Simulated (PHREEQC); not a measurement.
# Acid mine or pickling water

Synthetic water in mg/L, 55 °C, pH 2.24, pe 10.1: Na 43.9; K 30.3; Ca 14.5; Mg 21.7; Cl 59.1; S(6) as SO4 725; Al 0.14; Mn(2) 0.0285; Zn 0.0591; Li 0.0202.

Valence states are taken as typed.

Equilibrium calculation in PHREEQC: ion-association model, wateq4f.dat.

Precipitation was switched off in this run.

Q: Predict the ionic strength, charge-balance error.

A: ionic strength 0.0165 mol/kgw; charge-balance error -8.6 %.

Q: In which forms is Zn present?

A: Zn+2 70 %, ZnSO4 28 %, Zn(SO4)2-2 0.8 %, ZnCl+ 0.6 % of the Zn.

At this temperature some constants are extrapolated from 25 °C, and those without enthalpy data are left unchanged.
